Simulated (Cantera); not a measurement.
A perfectly stirred reactor is fed with H2 : O2 = 0.27 : 1 (molar parts), at 0.0132 atm; it is held at 1248 K, and followed from long to short residence time.

Detailed kinetics in Cantera: GRI-Mech 3.0 (53 species, 325 reactions). Radical loss at walls, strong at low pressure, is not modelled. The temperature is held fixed by assumption; the heat of reaction is taken as removed at once.

Task: What does this change do: temperature 1248 to 925 K?

Result: 
| quantity | before | after |
|---|---|---|
| x(H2) at τ = 1.20 s | 0.000649 | 0.00241 |
| x(O2) at τ = 1.20 s | 0.758 | 0.761 |
| x(HO2) at τ = 1.20 s | 4.29e-6 | 1.27e-5 |
| x(OH) at τ = 1.20 s | 0.00271 | 0.000432 |
| x(H2O2) at τ = 1.20 s | 2.48e-7 | 4.49e-7 |
| x(H2) at τ = 90.0 ms | 0.00325 | 0.0100 |
| x(O2) at τ = 90.0 ms | 0.744 | 0.759 |
| x(HO2) at τ = 90.0 ms | 7.85e-6 | 1.95e-5 |
| x(OH) at τ = 90.0 ms | 0.00622 | 0.00129 |
| x(H2O2) at τ = 90.0 ms | 3.93e-7 | 5.84e-7 |
Below about 950 K walls govern HO2 and H2O2 in real vessels.

Task: What does this change do: temperature 1248 to 1025 K?

Result: 
```csv
quantity,before,after
x(H2) at τ = 1.20 s,0.000649,0.00111
x(O2) at τ = 1.20 s,0.758,0.761
x(HO2) at τ = 1.20 s,4.29e-6,8.70e-6
x(OH) at τ = 1.20 s,0.00271,0.000854
x(H2O2) at τ = 1.20 s,2.48e-7,4.59e-7
x(H2) at τ = 90.0 ms,0.00325,0.00509
x(O2) at τ = 90.0 ms,0.744,0.755
x(HO2) at τ = 90.0 ms,7.85e-6,1.43e-5
x(OH) at τ = 90.0 ms,0.00622,0.00222
x(H2O2) at τ = 90.0 ms,3.93e-7,5.71e-7
```

Task: What does this change do: temperature 1248 to 1200 K?

Result: 
```
quantity                  before     after
----------------------  --------  --------
x(H2) at τ = 1.20 s     0.000649  0.000651
x(O2) at τ = 1.20 s        0.758     0.759
x(HO2) at τ = 1.20 s     4.29e-6   4.95e-6
x(OH) at τ = 1.20 s      0.00271   0.00219
x(H2O2) at τ = 1.20 s    2.48e-7   3.08e-7
x(H2) at τ = 90.0 ms     0.00325   0.00324
x(O2) at τ = 90.0 ms       0.744     0.746
x(HO2) at τ = 90.0 ms    7.85e-6   8.86e-6
x(OH) at τ = 90.0 ms     0.00622   0.00510
x(H2O2) at τ = 90.0 ms   3.93e-7   4.51e-7
```
